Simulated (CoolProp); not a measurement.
Vapour-liquid equilibrium of dimethyl carbonate (1) + n-octane (2) at 0.217 MPa; x and y are mole fractions of (1).

Model: multi-fluid Helmholtz-energy mixture model, Zhou 2011 and Beckmüller 2019; pair parameters Bell 2016, in CoolProp.

| x | bubble temperature (K) | y at the bubble point | dew temperature at overall composition x (K) | liquid density (mol/L) |
|---|---|---|---|---|
| 0.05 | 419.0 | 0.229 | 426.7 | 5.292 |
| 0.15 | 406.2 | 0.486 | 422.5 | 5.667 |
| 0.25 | 398.8 | 0.611 | 418.1 | 6.032 |
| 0.35 | 394.6 | 0.679 | 413.3 | 6.410 |
| 0.45 | 392.0 | 0.722 | 408.1 | 6.821 |
| 0.55 | 390.5 | 0.754 | 402.5 | 7.281 |
| 0.65 | 389.4 | 0.782 | 396.4 | 7.806 |
| 0.75 | 388.6 | 0.814 | 390.6 | 8.412 |
| 0.85 | 388.2 | 0.859 | 388.2 | 9.117 |
| 0.95 | 388.5 | 0.937 | 388.6 | 9.936 |

y crosses x between x = 0.85 and 0.95: the model has an azeotrope there.

Pair parameters are fitted to limited data, so mixtures are less certain than the pure fluids.
